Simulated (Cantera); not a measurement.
Ammonia decomposition in nitride growth gas

An isothermal, constant-pressure homogeneous reactor starts with 4.49 % NH3, 95.5 % H2, at 2173 K and 128 Torr.

Computed with Cantera and the gas-phase N/H chemistry of the illustrative SiF4/NH3 mechanism in the Surface Chemkin manual (1991). Walls and surfaces, which speed up NH3 decomposition in real reactors, are not modelled.

```
t (s)        x NH3   x H2      x N2    x N2H4     x NH       x H     x NH2
--------  --------  -----  --------  --------  -------  --------  --------
0.000100    0.0449  0.955   1.28e-9  4.44e-12  3.73e-8   9.80e-5   1.43e-5
0.000305    0.0448  0.955   1.14e-7  4.06e-11  3.48e-7  0.000299   4.33e-5
0.000932    0.0447  0.954   7.15e-6  3.61e-10  3.11e-6  0.000895  0.000129
0.00285     0.0438  0.953  0.000332   1.93e-9  1.69e-5   0.00212  0.000299
0.00869     0.0384  0.956   0.00290   2.12e-9  2.12e-5   0.00254  0.000313
0.0265      0.0249  0.962   0.00938   1.23e-9  1.89e-5   0.00299  0.000238
0.0809     0.00537  0.970    0.0188  1.76e-10  1.27e-5   0.00531   9.02e-5
0.247     0.000111  0.967    0.0213    <1e-12  1.24e-6    0.0115   4.05e-6
0.754      1.86e-5  0.967    0.0213    <1e-12  2.13e-7    0.0116   6.86e-7
2.30       5.26e-6  0.967    0.0214    <1e-12  6.00e-8    0.0116   1.94e-7
7.03       1.67e-6  0.967    0.0214    <1e-12  1.91e-8    0.0116   6.15e-8
21.5       6.12e-7  0.967    0.0214    <1e-12  6.99e-9    0.0116   2.25e-8
65.5       3.75e-7  0.967    0.0214    <1e-12  4.29e-9    0.0116   1.38e-8
200        3.64e-7  0.967    0.0214    <1e-12  4.16e-9    0.0116   1.34e-8
```
x: mole fraction; the columns are a selection and need not sum to one.

Equilibrium at this temperature and pressure: NH3 3.64e-7, H2 0.967, N2 0.0214, N2H4 <1e-12, NH 4.16e-9, H 0.0116, NH2 1.34e-8 (gas phase only).
